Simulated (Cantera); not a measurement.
What does this Cantera script print?

```python
import numpy as np
import cantera as ct

gas_names = """
    CL CL2 H HCL H2 Si SiCL SiCL2 SiCL3 SiCL4 SiH SiHCL3 SiH2 SiH2CL2 SiH3 SiH3CL SiH4 Si2 Si3
""".split()
cond_names = """
    Si(cr) Si(L)
""".split()


# ... load() reads the species with a 1 bar reference pressure and builds the phases ...
atoms = {
    'Si': {'Si': 1},
    'HCl': {'H': 1, 'CL': 1},
    'H2': {'H': 2},
}
top_T = {}  # K; cautious upper limits of use, not melting points


# ... equilibrate(T, P, feed) seeds the gas with the atoms and calls Mixture.equilibrate('TP', solver="vcs", rtol=1e-11, max_steps=5000) ...
results = []
feed = {'Si': 1, 'HCl': 0.81, 'H2': 2.5}  # mol
P = 1700000  # Pa
for T in [1050, 1100, 1150, 1200, 1250, 1300, 1350, 1400, 1450, 1500, 1550, 1600, 1650, 1700]:
    mix = equilibrate(T, P, feed)
    results.append((T, P, feed, dict(zip(mix.species_names, mix.species_moles))))

top = {s: max(r[3][s] / sum(r[3][g] for g in gas_names) for r in results) for s in gas_names}
cols = sorted((s for s in top if top[s] > 1e-05), key=lambda s: -top[s])[:9]
seen = [c for c in cond_names if any(r[3].get(c, 0) > 1e-12 for r in results)]
print("log10 of partial pressures in bar; condensed amounts in mol")
print(f"{'T/K':>10s}" + "".join(f"{s[:9]:>10s}" for s in cols + seen))
for T, P, feed, n in results:
    ng = sum(n[g] for g in gas_names)
    print(f"{T:10.4g}" + "".join(f"{np.log10(max(n[s] / ng * P / 1e5, 1e-99)):10.3f}" for s in cols)
          + "".join(f"{n.get(c, 0):10.4g}" for c in seen))
```

Result:

```
log10 of partial pressures in bar; condensed amounts in mol
       T/K        H2       HCL    SiHCL3     SiCL2     SiCL4     SiCL3   SiH2CL2    SiH3CL         H    Si(cr)     Si(L)
      1050     1.192    -0.977    -0.136    -2.873    -0.321    -2.226    -0.895    -2.238    -7.495    0.7566         0
      1100     1.191    -0.819    -0.147    -2.520    -0.325    -1.995    -0.889    -2.208    -6.992    0.7589         0
      1150     1.190    -0.677    -0.159    -2.201    -0.333    -1.786    -0.886    -2.183    -6.532    0.7617         0
      1200     1.188    -0.548    -0.174    -1.911    -0.344    -1.599    -0.886    -2.161    -6.111     0.765         0
      1250     1.186    -0.432    -0.192    -1.649    -0.361    -1.432    -0.889    -2.143    -5.723    0.7687         0
      1300     1.184    -0.326    -0.215    -1.411    -0.384    -1.284    -0.896    -2.129    -5.364    0.7727         0
      1350     1.182    -0.232    -0.243    -1.196    -0.414    -1.154    -0.908    -2.119    -5.032    0.7768         0
      1400     1.179    -0.147    -0.278    -1.002    -0.454    -1.042    -0.925    -2.114    -4.724    0.7808         0
      1450     1.176    -0.072    -0.322    -0.830    -0.504    -0.949    -0.949    -2.113    -4.436    0.7843         0
      1500     1.172    -0.006    -0.374    -0.678    -0.568    -0.874    -0.979    -2.116    -4.168    0.7871         0
      1550     1.169     0.050    -0.438    -0.545    -0.646    -0.818    -1.017    -2.125    -3.917    0.7891         0
      1600     1.165     0.098    -0.512    -0.431    -0.739    -0.781    -1.063    -2.138    -3.682    0.7902         0
      1650     1.162     0.138    -0.598    -0.336    -0.848    -0.762    -1.117    -2.156    -3.461    0.7904         0
      1700     1.159     0.172    -0.696    -0.260    -0.969    -0.762    -1.181    -2.184    -3.252         0    0.7909
```

These are equilibrium values from Cantera (NASA tables, ideal gas, pure condensed phases), not measurements of a reactor. The tables' values for SiCl3 are old estimates; treat these amounts as uncertain. Gases not in the tables: Si2H6 and higher silanes.
